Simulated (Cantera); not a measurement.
# Adiabatic ignition

An adiabatic, constant-volume homogeneous reactor starts with CO : H2 : CH4 : O2 : N2 : H2O = 1 : 0.87 : 0.057 : 1.4 : 5.26 : 0.34 (molar parts), at 950 K and 6.50 bar.

Model: GRI-Mech 3.0 (53 species, 325 reactions), integrated in Cantera. Below about 1000 K GRI-Mech 3.0 lacks low-temperature oxidation paths.

```tsv
t (s)	T (K)	P (bar)	x CO	x H2	x CH4	x O2	x H
5.00e-6	950	6.50	0.112	0.0975	0.00639	0.157	1.15e-11
2.19e-5	950	6.50	0.112	0.0975	0.00639	0.157	1.35e-11
9.62e-5	950	6.50	0.112	0.0975	0.00639	0.157	2.03e-11
0.000422	950	6.50	0.112	0.0975	0.00639	0.157	5.30e-11
0.00185	950	6.50	0.112	0.0975	0.00639	0.157	3.10e-10
0.00811	952	6.52	0.112	0.0974	0.00638	0.157	5.24e-9
0.0356	2735	17.0	0.0156	0.00308	<1e-12	0.0421	0.000877
0.156	2735	17.0	0.0156	0.00308	<1e-12	0.0421	0.000877
0.684	2735	17.0	0.0156	0.00308	<1e-12	0.0421	0.000877
3.00	2735	17.0	0.0156	0.00308	<1e-12	0.0421	0.000877
```
x: mole fraction; the columns are a selection and need not sum to one.

time of steepest temperature rise: 24.0 ms
temperature at 3.00 s: 2735 K
equilibrium temperature: 2735 K
x(CO) at 3.00 s: 0.0156 (gas-phase equilibrium 0.0156)
x(H2) at 3.00 s: 0.00308 (gas-phase equilibrium 0.00308)
x(CH4) at 3.00 s: <1e-12 (gas-phase equilibrium <1e-12)
